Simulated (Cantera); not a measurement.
Input: 1 mol AlCl3, 0.61 mol N2O, 7.1 mol H2, equilibrated at 0.420 bar.

These are equilibrium values from Cantera (NASA tables, ideal gas, pure condensed phases), not measurements of a reactor. Candidate condensed phases: Al, AlCl3, AlN, Al2O3, H2O, NH4Cl; 45 gas species. The tables' values for AlCl2 are old estimates; treat these amounts as uncertain. The numbers say what is thermodynamically allowed, not how fast it happens. All values below are at 1648 K.

Base state: H2 0.720, HCl 0.145, N2 0.0681, AlCl3 0.0594, AlCl2 0.00496, AlCl 0.00194, H 0.000117, H2O 3.68e-5 (mole fractions); condensed: Al2O3(s).

**Question.** What changes in the equilibrium state with this change: pressure from 0.420 bar to 10.0 mbar?

**Answer.** 
```json
[
 {"species": "H2", "before": "0.720", "after": "0.678"},
 {"species": "HCl", "before": "0.145", "after": "0.190"},
 {"species": "N2", "before": "0.0681", "after": "0.0664"},
 {"species": "AlCl3", "before": "0.0594", "after": "0.0300"},
 {"species": "AlCl", "before": "0.00194", "after": "0.0226"},
 {"species": "AlCl2", "before": "0.00496", "after": "0.0120"},
 {"species": "Cl", "before": "1.84e-5", "after": "0.000161"},
 {"species": "H", "before": "0.000117", "after": "0.000733"},
 {"species": "H2O", "before": "3.68e-5", "after": "2.87e-5"},
 {"species": "Al2O3(s), mol", "before": "0.203", "after": "0.203"}
]
```
